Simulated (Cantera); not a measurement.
A counterflow diffusion flame at 100000 Pa, nozzles 20 mm apart: fuel side 69.4 % CO, 21.5 % H₂, 9.03 % CH₄ at 575 K, oxidiser side 27.0 % O₂, 73.0 % N₂ at 525 K, fuel mass flux 0.97 times the oxidiser's; mixture-averaged transport, no radiation.

Model: GRI-Mech 3.0 (53 species, 325 reactions), integrated in Cantera. GRI-Mech 3.0 has no aromatics or soot, which form on the fuel side of real flames. The maximum strain rate includes the flame's own expansion and is several times the mean.

x: mole fraction; the columns are a selection and need not sum to one.

```csv
oxidiser flux (kg/m²/s),max strain (1/s),mean strain (1/s),T max (K),peak x OH,peak x H,peak x NO,peak x CO,peak x C₂H₂
0.6,397,110,2355,0.0155,0.00938,0.000386,0.707,0.00387
0.86,554,158,2308,0.0155,0.0104,0.000283,0.706,0.00401
1.2,757,220,2264,0.0154,0.0114,0.000220,0.706,0.00412
1.8,(withheld),331,2214,0.0153,0.0127,(withheld),0.706,0.00423
2.5,1520,459,2172,0.0150,0.0137,0.000138,0.706,0.00423
3.6,(withheld),661,2129,0.0145,0.0148,(withheld),0.706,0.00413
5.2,3050,955,2087,0.0139,0.0158,8.69e-5,0.706,0.00391
7.4,4280,1360,2048,0.0133,0.0167,6.76e-5,0.706,0.00357
11,6270,2020,2003,0.0123,0.0174,4.83e-5,0.706,0.00301
```

**Question.** Fill in the missing entries.

**Answer.** 
- 1.8, max strain (1/s): 1110
- 1.8, peak x NO: 0.000169
- 3.6, max strain (1/s): 2150
- 3.6, peak x NO: 0.000110
